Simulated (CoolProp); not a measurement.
Vapour-liquid equilibrium of toluene (1) + ethylbenzene (2) at 117.65 °C; x and y are mole fractions of (1).

Computed with CoolProp (multi-fluid Helmholtz-energy mixture model, Lemmon 2006 and Zhou 2012; pair parameters Bell 2016).

```
x      bubble pressure (bar)  y at the bubble point  dew pressure at overall composition x (bar)  liquid density (mol/L)
-----  ---------------------  ---------------------  -------------------------------------------  ----------------------
0.05                  0.6317                  0.097                                       0.6157                   7.378
0.125                 0.6784                  0.222                                       0.6417                   7.450
0.2                   0.7237                  0.330                                       0.6697                   7.523
0.275                 0.7682                  0.426                                       0.6999                   7.597
0.35                  0.8125                  0.511                                       0.7325                   7.673
0.425                 0.8572                  0.589                                       0.7678                   7.750
0.5                   0.9026                  0.660                                       0.8064                   7.829
0.575                 0.9490                  0.725                                       0.8489                   7.909
0.65                  0.9965                  0.785                                       0.8959                   7.989
0.725                  1.045                  0.840                                       0.9487                   8.071
0.8                    1.095                  0.890                                        1.009                   8.154
0.875                  1.146                  0.935                                        1.079                   8.237
0.95                   1.198                  0.976                                        1.164                   8.321
```

No azeotrope shows between x = 0.05 and 0.95.

Pair parameters are fitted to limited data, so mixtures are less certain than the pure fluids.
